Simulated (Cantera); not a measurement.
A freely propagating, adiabatic, planar premixed flame of H2 : O2 : N2 = 1 : 0.455 : 1.71 (molar parts), equivalence ratio 1.1, unburnt at 625 K and 0.133 bar; mixture-averaged transport, grid criteria slope 0.08 and curve 0.16, no radiation.

Computed with Cantera and the H2/O2 subset of GRI-Mech 3.0, which has no nitrogen chemistry. Burning velocities carry a grid error of a few per cent, more on coarse grids.

Q: Predict: laminar burning velocity; thermal thickness; peak x(OH); peak x(H2O2); peak x(HO2).

A: 
- laminar burning velocity = 682 cm/s
- thermal thickness = 6.72 mm
- peak x(OH) = 0.0191
- peak x(H2O2) = 8.04e-7
- peak x(HO2) = 4.48e-5
